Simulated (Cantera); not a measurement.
Feed: 1 mol PbO, 2.7 mol CH4, 0.89 mol H2, 2.8 mol C, held at 85.0 Pa.

Method: chemical equilibrium by Gibbs-energy minimisation in Cantera with the NASA 1993 tables (ideal gas, pure condensed phases). Candidate condensed phases: C, C6H6, C7H8, C8H18, H2O, Pb, PbO, PbO2, Pb3O4; 113 gas species. The numbers say what is thermodynamically allowed, not how fast it happens. All values below are at 2000 K.

Base state: H2 0.717, CO 0.118, Pb 0.118, H 0.0472, C2H2 (acetylene) 0.000551 (mole fractions); condensed: C(graphite).

Task: What changes in the equilibrium state with this change: pressure from 85.0 Pa to 12000 Pa?

Result: 
| species | before | after |
|---|---|---|
| H2 | 0.717 | 0.755 |
| CO | 0.118 | 0.120 |
| Pb | 0.118 | 0.120 |
| H | 0.0472 | 0.00408 |
| CH4 | 1.85e-7 | 2.90e-5 |
| C2H2 (acetylene) | 0.000551 | 0.000580 |
| C(graphite), mol | 4.49 | 4.49 |
